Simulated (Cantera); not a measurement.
A perfectly stirred reactor is fed with 5.08 % CH4, 19.9 % O2, 74.7 % N2, 0.310 % CO2, equivalence ratio 0.51, at 0.296 atm; it is adiabatic with a 625 K inlet, and is followed from long to short residence time, starting on the burning branch (τ in s: 0.039, 0.022, 0.013, 0.0072, 0.0041, 0.0024, 0.0013, 0.00077, 0.00044, 0.00025, 0.00014, 8.2e-05, 4.7e-05).

Cantera simulation using GRI-Mech 3.0 (53 species, 325 reactions); the numbers are that mechanism's predictions, not measurements.

Q: Predict: blow-out, bracketed by the residence times tried; x(CH4) at τ = 39.0 ms; x(O2) at τ = 39.0 ms; x(HCO) at τ = 39.0 ms; x(NO2) at τ = 39.0 ms; x(CH4) at τ = 1.30 ms; x(O2) at τ = 1.30 ms; x(HCO) at τ = 1.30 ms; x(CH2CO) at τ = 1.30 ms.

A: 
- blow-out, bracketed by the residence times tried = burning at 0.440 ms, out at 0.250 ms
- x(CH4) at τ = 39.0 ms = 2.55e-5
- x(O2) at τ = 39.0 ms = 0.0972
- x(HCO) at τ = 39.0 ms = 1.20e-7
- x(NO2) at τ = 39.0 ms = 4.48e-9
- x(CH4) at τ = 1.30 ms = 0.000329
- x(O2) at τ = 1.30 ms = 0.101
- x(HCO) at τ = 1.30 ms = 3.48e-6
- x(CH2CO) at τ = 1.30 ms = 3.04e-8
